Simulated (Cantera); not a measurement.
Feed: 1 mol FeS, 4.2 mol H₂S, 1.1 mol H₂O, held at 10.0 mbar.

Method: chemical equilibrium by Gibbs-energy minimisation in Cantera with the NASA 1993 tables (ideal gas, pure condensed phases). Candidate condensed phases: Fe, FeO, Fe(OH)₂, Fe(OH)₃, FeS, FeSO₄, FeS₂, Fe₂O₃, Fe₂(SO₄)₃, Fe₃O₄, H₂O, H₂SO₄, S; 22 gas species. FeS: taken at fixed stoichiometry. Gases not in the tables: S₃ to S₇. Rates play no part.

Q: At 950 K, list the 7 most abundant gas species with their mole fractions, and the condensed phases.

A: H₂S 0.636, H₂O 0.196, H₂ 0.112, S₂ 0.0560, SH 4.05e-5, SO₂ 2.80e-5, S₂O 1.15e-5. Condensed: FeS(s).
